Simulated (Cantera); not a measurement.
A perfectly stirred reactor is fed with CH4 : H2 : CO2 = 0.019 : 1 : 0.019 (molar parts), at 6400 Pa; it is held at 2350 K, and followed from long to short residence time.

Detailed kinetics in Cantera: GRI-Mech 3.0 (53 species, 325 reactions).

One state of this run: x CH4 = 0.0145; x H2 = 0.950; x CO2 = 0.0117; x H2O2 = <1e-12; x O = 7.77e-8; x C2H = 2.70e-7. x: mole fraction; the columns are a selection and need not sum to one.

### Question
Which value of τ (s) does it belong to?
A) 0.00033
B) 0.0013
C) 0.094
D) 0.0055

### Answer
A, 0.00033
